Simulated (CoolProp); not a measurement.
A single-stage vapour-compression cycle with the fluid: evaporating at 321.15 K (dew point), condensing at 369.15 K (bubble point), superheat 10 K, subcooling 0 K, compressor efficiency 0.6, no pressure losses. The same conditions are run with several fluids, on thermodynamics alone (safety and materials aside).

Computed with CoolProp (reference Helmholtz-energy equation of state of each fluid (isobutane: Bücker 2006; cis-2-butene: Lemmon 2005; R236FA: Pan 2012; n-hexane: Thol 2019; propyne: Polt 1992; trans-2-butene: Lemmon 2005)). The equations of Platzer and Polt are older, rougher fits.

```tsv
fluid	cooling COP	pressure ratio	discharge temperature (K)	refrigerating effect (kJ/kg)	volumetric capacity (kJ/m³)
isobutane	2.71	2.83	381.5	185	2950
cis-2-butene	3.12	3.10	392.1	263	2500
R236FA	2.54	3.23	379.4	73.7	2580
n-hexane	3.20	4.41	375.6	249	402
propyne	2.91	2.87	407.2	305	5620
trans-2-butene	3.05	3.04	388.4	248	2570
```
